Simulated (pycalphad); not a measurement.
Computed with pycalphad from the COST 507 light-alloy database (1999), at 1 atm. These are 1990s assessments: newer ones move some temperatures and phases. Phase fractions are per mole of atoms.

Give the equilibrium state of Al-36.22Si (at.%) at 600 K.

FCC_A1, fraction 0.638, with 0.09 Si at.%; DIAMOND_A4, fraction 0.362, with >99.99 Si at.%.

Give the equilibrium state of Al-36.22Si (at.%) at 950 K.

LIQUID, fraction 0.783, with 18.5 Si at.%; DIAMOND_A4, fraction 0.217, with >99.99 Si at.%.

FCC_A1 is fcc; DIAMOND_A4 is diamond (Si).
